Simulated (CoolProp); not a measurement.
A simple Rankine cycle with water: condensing at 315.15 K, boiler at 1.48 MPa, turbine inlet 472.8 K, turbine efficiency 0.6, pump efficiency 0.7, no recuperator. Each further row changes one setting.

Computed with CoolProp (reference Helmholtz-energy equation of state, Wagner 2002).

```tsv
case	thermal efficiency (%)	net work (kJ/kg)	heat in (kJ/kg)	turbine exit temperature (K)	volume ratio over the turbine
as stated	17.6	462	2620	315.1	118
turbine inlet 492.8 K	17.7	473	2670	315.1	113
condensing temperature 307.15 K	18.5	490	2650	307.1	177
boiler pressure 1.04 MPa	16.6	440	2650	315.1	82.3
turbine efficiency 0.5	14.7	385	2620	315.1	122
```

The expansion ends wet for: as stated; turbine inlet 492.8 K; condensing temperature 307.15 K; boiler pressure 1.04 MPa; turbine efficiency 0.5.
